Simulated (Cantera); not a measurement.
**Transport properties of process gases**

Gas mixture: O₂ = 0.41 (molar parts), at 0.0263 atm, frozen composition.

Cantera's kinetic-theory transport with the Lennard-Jones parameters of GRI-Mech 3.0, ideal gas; thermal conductivity in the multicomponent form.

```csv
T (K),ρ (kg/m³),cp (J/kg/K),μ (µPa s),λ (mW/m/K),Pr,D (cm²/s) H,D (cm²/s) NH₃,D (cm²/s) CH₃
400,0.0257,941.4,25.6,33.9,0.712,80.7,14.6,14.4
550,0.0187,987.2,32.1,44.6,0.711,140,26.4,25.0
700,0.0147,1031,37.8,54.9,0.710,212,40.7,37.7
850,0.0121,1065,43.0,64.6,0.709,294,57.2,52.4
1000,0.0103,1090,47.9,73.7,0.709,387,75.9,68.8
1150,0.00892,1109,52.5,82.1,0.709,488,96.5,87.0
```
D: mixture-averaged diffusion coefficient of that species in the mixture.
